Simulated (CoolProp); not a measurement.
A closed Brayton cycle with dry air: compressor inlet 330.15 K and 1.5 MPa, high pressure 5.04 MPa, turbine inlet 875 K, compressor efficiency 0.89, turbine efficiency 0.93, recuperator effectiveness 0.95 (on enthalpy, no pinch check). Each further row changes one setting.

Model: reference Helmholtz-energy equation of state, Lemmon 2000, in CoolProp. It is a pseudo-pure fit of the blend.

| case | thermal efficiency (%) | net work (kJ/kg) | compressor to turbine work | compressor exit (K) | turbine exit (K) |
|---|---|---|---|---|---|
| as stated | 35.1 | 89.7 | 0.63 | 483.2 | 652.1 |
| turbine inlet 825 K | 31.5 | 75.4 | 0.67 | 483.2 | 613.1 |
| compressor inlet 340.15 K | 33.4 | 85.0 | 0.65 | 497.5 | 652.1 |
| high pressure 4.28 MPa | 37.2 | 85.3 | 0.61 | 459.5 | 678.8 |
| recuperator effectiveness 0.5 | 26.7 | 89.7 | 0.63 | 483.2 | 652.1 |
